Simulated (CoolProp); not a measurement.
The fluid at 293.15 K and 0.0614 MPa expands adiabatically to 0.0152 MPa with isentropic efficiency 0.85. The same conditions are run with several fluids, on thermodynamics alone (safety and materials aside).

The numbers come from the reference Helmholtz-energy equation of state of each fluid (chlorine: Thol 2021; R410A: Lemmon 2003; CF4 (R14): Platzer 1990; fluoroethane (R161): Wu 2012; ethylene: Smukala 2000) in CoolProp. The equations of Platzer and Polt are older, rougher fits. Blends and air are pseudo-pure fits.

**Question.** Rank chlorine, R410A, CF4 (R14), fluoroethane (R161), ethylene by work (kJ/kg), highest first.

**Answer.** ethylene (89.2), fluoroethane (R161) (53.9), R410A (35.7), chlorine (34.2), CF4 (R14) (29.7)

```tsv
fluid	final temperature (K)	final density (kg/m³)
chlorine	218.9	0.595
R410A	245.5	0.543
CF4 (R14)	247.2	0.651
fluoroethane (R161)	245.5	0.359
ethylene	229.5	0.224
```
